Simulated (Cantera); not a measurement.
Input: 1 mol SiH2Cl2, 3.5 mol N2, at 930 Pa.

These are equilibrium values from Cantera (NASA tables, ideal gas, pure condensed phases), not measurements of a reactor. Candidate condensed phases: NH4Cl, Si, Si3N4; 28 gas species. N2 is the only nitrogen source here; it is nearly inert below about 1500 K, so the nitride shown seldom forms there in practice. The tables' values for SiCl3, SiCl are old estimates; treat these amounts as uncertain. Rates play no part.

x: gas mole fraction; n: condensed amount in mol.

```
T (°C)   x N2   x HCl    x H2   x SiCl2   x SiCl4   x SiCl3  n Si3N4(s)
------  -----  ------  ------  --------  --------  --------  ----------
577     0.628   0.226  0.0974   6.26e-9    0.0487   2.07e-6       0.256
677     0.625   0.241  0.0896   4.08e-7    0.0447   2.34e-5       0.262
777     0.622   0.252  0.0836   1.18e-5    0.0416  0.000165       0.267
877     0.620   0.261  0.0790  0.000187    0.0387  0.000813       0.270
977     0.619   0.266  0.0759   0.00184    0.0346   0.00298       0.270
1077    0.617   0.262  0.0758    0.0116    0.0260   0.00778       0.259
1177    0.615   0.235  0.0835    0.0425    0.0116    0.0116           ?
1277    0.617   0.184   0.103    0.0849   0.00242   0.00859           ?
1377    0.621   0.131   0.125     0.118  0.000354   0.00436           ?
1477    0.625  0.0890   0.142     0.139   5.14e-5   0.00201           ?
```

### Question
Some entries are withheld; supply them.

### Answer

- 1177, n Si3N4(s): 0.224
- 1277, n Si3N4(s): 0.169
- 1377, n Si3N4(s): 0.119
- 1477, n Si3N4(s): 0.0809
